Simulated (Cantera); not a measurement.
A closed system holds: 1 mol CaF₂, 0.039 mol HF, 52 mol H₂, equilibrated at 1750 K and 76000 Pa.

Equilibrium computed with Cantera from the NASA thermochemical tables; the gas is ideal and each condensed phase is pure. Candidate condensed phases: Ca, CaF₂; 15 gas species. Rates play no part.

Base state: H₂ 0.999, HF 0.000805, H 0.000267, CaF₂ 0.000233, CaF 3.10e-5, Ca 1.23e-5 (mole fractions); condensed: CaF₂(l).

**Question.** What changes in the equilibrium state with this change: CaF₂ replaced by NaCl?

**Answer.** 
| species | before | after |
|---|---|---|
| H₂ | 0.999 | 0.978 |
| NaCl | 0 | 0.0164 |
| HCl | 0 | 0.00234 |
| CaF₂ | 0.000233 | 0 |
| Na | 0 | 0.00229 |
| Na₂Cl₂ | 0 | 5.29e-5 |
| NaF | 0 | 3.99e-5 |
| CaF | 3.10e-5 | 0 |
| CaF₂(l), mol | 0.986 | 0 |
Further candidate phases: Na, NaCl, NaF.
